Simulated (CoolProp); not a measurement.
Vapour-liquid equilibrium of CHF3 (R23) (1) + R143a (2) at 239 kPa; x and y are mole fractions of (1).

Computed with CoolProp (multi-fluid Helmholtz-energy mixture model, Penoncello 2003 and Lemmon and Jacobsen 2000; pair parameters Bell 2016).

```json
[
 {"x": "0.05", "bubble temperature (°C)": "-30.7", "y at the bubble point": "0.161", "dew temperature at overall composition x (°C)": "-28.3", "liquid density (mol/L)": "13.51"},
 {"x": "0.2", "bubble temperature (°C)": "-40.2", "y at the bubble point": "0.517", "dew temperature at overall composition x (°C)": "-31.6", "liquid density (mol/L)": "14.42"},
 {"x": "0.35", "bubble temperature (°C)": "-48.0", "y at the bubble point": "0.724", "dew temperature at overall composition x (°C)": "-35.3", "liquid density (mol/L)": "?"},
 {"x": "0.5", "bubble temperature (°C)": "?", "y at the bubble point": "0.840", "dew temperature at overall composition x (°C)": "-39.7", "liquid density (mol/L)": "16.27"},
 {"x": "0.65", "bubble temperature (°C)": "-58.4", "y at the bubble point": "0.909", "dew temperature at overall composition x (°C)": "-44.9", "liquid density (mol/L)": "17.23"},
 {"x": "0.8", "bubble temperature (°C)": "?", "y at the bubble point": "0.955", "dew temperature at overall composition x (°C)": "-51.7", "liquid density (mol/L)": "18.24"},
 {"x": "0.95", "bubble temperature (°C)": "-64.8", "y at the bubble point": "?", "dew temperature at overall composition x (°C)": "-61.5", "liquid density (mol/L)": "19.34"}
]
```

Problem. Complete the blanks.

Solution. 
- 0.35, liquid density (mol/L): 15.34
- 0.5, bubble temperature (°C): -53.9
- 0.8, bubble temperature (°C): -61.9
- 0.95, y at the bubble point: 0.989

No azeotrope shows between x = 0.05 and 0.95.

Pair parameters are fitted to limited data, so mixtures are less certain than the pure fluids. The gap from Raoult's law changes sign with composition, which may be real or a fault of the pair parameters; it wasn't checked against measurements.
